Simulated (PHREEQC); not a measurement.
Consider water at 25 °C with 0.0023 mol/kgw HF and 0.0012 mol/kgw KHF2. Closed to the air; pH follows from the charge balance.

The numbers come from PHREEQC with the ion-association model, phreeqc.dat.

This is a speciation only: nothing precipitates in the calculation.

Problem. Estimate the pH, specific conductance.

Solution. pH 3.06; specific conductance 502 µS/cm.

Problem. In which forms is F present?

Solution. HF 55 %, F- 44 %, HF2- 0.9 % of the F.
